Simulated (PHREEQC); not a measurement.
A column of 0.1 m (40 cells, dispersivity 0.005 m, 60 s a shift, diffusion coefficient 3e-10 m²/s) holds 0.018 eq of the database's cation exchanger X per kg of pore water, first in equilibrium with 0.0024 mol/kgw KBr, 0.006 mol/kgw KCl, 0.0023 mol/kgw NaCl and 1e-05 mol/kgw HCl. It is flushed with 2.8 mmol/kgw NaCl, 5.1 mmol/kgw MgSO4, 9.9 mmol/kgw CaCl2 and 0.01 mmol/kgw HCl, at 25 °C. Values are for the last cell. CO2 from the air is kept out. No solid was allowed to form.

Model: ion-association model, phreeqc.dat, run in PHREEQC.

### Question
Predict Ca in solution (mol/kgw), Mg in solution (mol/kgw) at pore volumes = 0.5125, 1.512.

### Answer
```
pore volumes  Ca in solution (mol/kgw)  Mg in solution (mol/kgw)
------------  ------------------------  ------------------------
0.5125                               0                         0
1.512                          0.00372                   0.00364
```

Complexes and solids missing from the database can't appear.
